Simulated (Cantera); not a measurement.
# Diamond growth

A diamond (100) surface in a fixed gas of H2 with x(CH4) = 0.0045, x(H) = 0.026, x(CH3) = 0.00078, 128 Torr; coverages are run to steady state.

Model: the Harris–Goodwin 1993 mechanism for the reconstructed diamond (100) surface, integrated in Cantera.

```json
[
 {"T (K)": "950", "growth (µm/h)": "53.9", "θ c6HH": "0.627", "θ c6H*": "0.0146", "θ c6*H": "0.326", "θ c6**": "0.00661", "θ c6HM": "0.0198"},
 {"T (K)": "1000", "growth (µm/h)": "69.1", "θ c6HH": "0.584", "θ c6H*": "0.0188", "θ c6*H": "0.366", "θ c6**": "0.00965", "θ c6HM": "0.0161"},
 {"T (K)": "1050", "growth (µm/h)": "85.4", "θ c6HH": "0.542", "θ c6H*": "0.0234", "θ c6*H": "0.402", "θ c6**": "0.0135", "θ c6HM": "0.0131"},
 {"T (K)": "1100", "growth (µm/h)": "102", "θ c6HH": "0.503", "θ c6H*": "0.0284", "θ c6*H": "0.434", "θ c6**": "0.0183", "θ c6HM": "0.0107"},
 {"T (K)": "1150", "growth (µm/h)": "117", "θ c6HH": "0.467", "θ c6H*": "0.0336", "θ c6*H": "0.462", "θ c6**": "0.0240", "θ c6HM": "0.00865"},
 {"T (K)": "1200", "growth (µm/h)": "126", "θ c6HH": "0.433", "θ c6H*": "0.0390", "θ c6*H": "0.486", "θ c6**": "0.0306", "θ c6HM": "0.00672"},
 {"T (K)": "1250", "growth (µm/h)": "124", "θ c6HH": "0.403", "θ c6H*": "0.0444", "θ c6*H": "0.506", "θ c6**": "0.0381", "θ c6HM": "0.00483"},
 {"T (K)": "1300", "growth (µm/h)": "110", "θ c6HH": "0.375", "θ c6H*": "0.0499", "θ c6*H": "0.523", "θ c6**": "0.0466", "θ c6HM": "0.00309"},
 {"T (K)": "1350", "growth (µm/h)": "90.1", "θ c6HH": "0.349", "θ c6H*": "0.0553", "θ c6*H": "0.536", "θ c6**": "0.0558", "θ c6HM": "0.00173"},
 {"T (K)": "1400", "growth (µm/h)": "73.3", "θ c6HH": "0.326", "θ c6H*": "0.0605", "θ c6*H": "0.545", "θ c6**": "0.0657", "θ c6HM": "0.000878"}
]
```
θ: site fractions in the mechanism's names (c6HH fully hydrogenated, c6H* and c6*H radical sites, c6** diradical, c6HM methylated).
